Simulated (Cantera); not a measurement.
An isothermal, constant-pressure homogeneous reactor starts with H2 : O2 : N2 : H2O = 0.35 : 1 : 6.9 : 0.087 (molar parts), equivalence ratio 0.17, at 1150 K and 22000 Pa.

Cantera simulation using the H2/O2 subset of GRI-Mech 3.0, which has no nitrogen chemistry; the numbers are that mechanism's predictions, not measurements. The temperature is held fixed by assumption; the heat of reaction is taken as removed at once.

One state of this run: x H2 = 1.00e-8; x O2 = 0.101; x OH = 3.43e-6; x H2O2 = 7.61e-10; x HO2 = 3.06e-9; x H2O = 0.0535; x H = 1.01e-10. x: mole fraction; the columns are a selection and need not sum to one.

**Question.** Which value of t (s) does it belong to?
(A) 1.28
(B) 3.40
(C) 0.000200
(D) 0.0261

**Answer.** A, 1.28
